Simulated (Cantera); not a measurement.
An isothermal, constant-pressure homogeneous reactor starts with 5.00 % CH4, 95.0 % H2, at 1775 K and 31.0 Pa.

Computed with Cantera and GRI-Mech 3.0 (53 species, 325 reactions). GRI-Mech 3.0 stops at C3 and has no aromatics, soot or wall deposition, so with more carbon than oxygen in the feed, carbon stays in small species such as C2H2 where larger ones or solid carbon would form. Radical loss at walls, strong at low pressure, is not modelled.

x: mole fraction; the columns are a selection and need not sum to one.

| t (s) | x CH4 | x H2 | x C2H2 | x CH2 | x CH3 | x C2H | x H |
|---|---|---|---|---|---|---|---|
| 2.00e-5 | 0.0500 | 0.950 | <1e-12 | <1e-12 | 2.04e-8 | <1e-12 | 2.04e-8 |
| 8.98e-5 | 0.0500 | 0.950 | <1e-12 | <1e-12 | ? | <1e-12 | ? |
| 0.000403 | 0.0500 | 0.950 | <1e-12 | <1e-12 | 4.14e-7 | <1e-12 | 4.10e-7 |
| 0.00181 | 0.0500 | 0.950 | <1e-12 | 1.51e-12 | 1.88e-6 | <1e-12 | 1.82e-6 |
| 0.00814 | 0.0500 | 0.950 | <1e-12 | 5.52e-11 | 8.53e-6 | <1e-12 | 8.08e-6 |
| 0.0366 | 0.0500 | 0.950 | 4.26e-10 | 1.46e-9 | 3.84e-5 | <1e-12 | 3.62e-5 |
| 0.164 | 0.0498 | 0.950 | 2.15e-7 | 3.07e-8 | 0.000172 | <1e-12 | 0.000163 |
| 0.737 | 0.0488 | 0.949 | ? | ? | ? | 6.03e-10 | ? |
| 3.31 | 0.0345 | 0.955 | 0.00637 | 3.25e-6 | 0.00169 | 1.22e-7 | 0.00233 |
| 14.9 | 0.00860 | 0.968 | 0.0194 | 1.99e-6 | 0.000601 | 5.28e-7 | 0.00336 |
| 66.8 | 0.000766 | 0.970 | 0.0233 | 6.49e-7 | 9.67e-5 | 1.15e-6 | 0.00606 |
| 300 | 3.43e-5 | 0.964 | 0.0236 | 1.14e-7 | 8.48e-6 | 2.27e-6 | 0.0118 |

Question: Complete the blanks.

Answer: 
- 8.98e-5, x CH3: 9.17e-8
- 8.98e-5, x H: 9.16e-8
- 0.737, x C2H2: 9.81e-5
- 0.737, x CH2: 5.65e-7
- 0.737, x CH3: 0.000769
- 0.737, x H: 0.000744
